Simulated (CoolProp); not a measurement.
Values from CoolProp's reference Helmholtz-energy equation of state, Lemmon 2006. It is a short technical equation, of lower accuracy than the large ones.

Give the vapour pressure (kPa), enthalpy of vaporisation (kJ/kg), liquid cp (kJ/(kg K)), surface tension (mN/m) of saturated CH3F (R41) at -87.45, -40.95, 21.15 °C.


| T (°C) | p (kPa) | enthalpy of vaporisation (kJ/kg) | liquid cp (kJ/(kg K)) | surface tension (mN/m) |
|---|---|---|---|---|
| -87.45 | 59.7 | 500 | 2.06 | 16.9 |
| -40.95 | 554 | 428 | 2.19 | 9.85 |
| 21.15 | 3490 | 256 | 3.42 | 1.94 |

Surface tension comes from a separate correlation (Mulero 2012).
